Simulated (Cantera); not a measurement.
**Equilibrium for halide evaporation, hydrolysis and transport: SrCl2 + H2 + N2**

Feed: 1 mol SrCl2, 8.5 mol H2, 0.13 mol N2, equilibrated at 0.100 bar.

Equilibrium computed with Cantera from the NASA thermochemical tables; the gas is ideal and each condensed phase is pure. Candidate condensed phases: NH4Cl, Sr, SrCl2; 15 gas species. Rates play no part.

```tsv
T (K)	x H2	x SrCl2	x N2	x HCl	x SrCl	x H	x Sr	n SrCl2(l)
1223	0.985	2.16e-5	0.0151	1.07e-6	4.49e-7	9.44e-7	3.11e-7	1.000
1323	0.985	0.000197	0.0151	7.31e-6	3.93e-6	4.98e-6	1.69e-6	0.998
1423	0.984	0.00128	0.0150	3.83e-5	2.44e-5	2.08e-5	6.95e-6	0.989
1523	0.978	0.00632	0.0150	0.000162	0.000116	7.23e-5	2.30e-5	0.944
1623	0.959	0.0251	0.0147	0.000569	0.000442	0.000214	6.35e-5	0.773
1723	0.899	0.0833	0.0138	0.00170	0.00140	0.000547	0.000151	0.199
1823	0.879	0.101	0.0135	0.00306	0.00245	0.00128	0.000306	0
1923	0.876	0.0992	0.0134	0.00477	0.00365	0.00279	0.000568	0
```
x: gas mole fraction; n: condensed amount in mol.

From 1223 K to 1723 K the condensed part is SrCl2(l). From 1823 K to 1923 K nothing is condensed. The main Sr-bearing gas is SrCl2 throughout.
